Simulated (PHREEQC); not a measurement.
A solution holds 4 mmol/kgw H2SO4 and 7.3 mmol/kgw KNO3, at 20 °C. It is in equilibrium with CO2 at log p = -1 (atm). Otherwise closed; pH follows from the charge balance.

The numbers come from PHREEQC with the ion-association model, phreeqc.dat.

Task: The ionic strength comes out as 0.0170 mol/kgw. What activity coefficients do HSO4-, K+, H+, KSO4-, SO4-2 get?

Result: HSO4- 0.88, K+ 0.88, H+ 0.90, KSO4- 0.88, SO4-2 0.61.

This is a speciation only: nothing precipitates in the calculation.
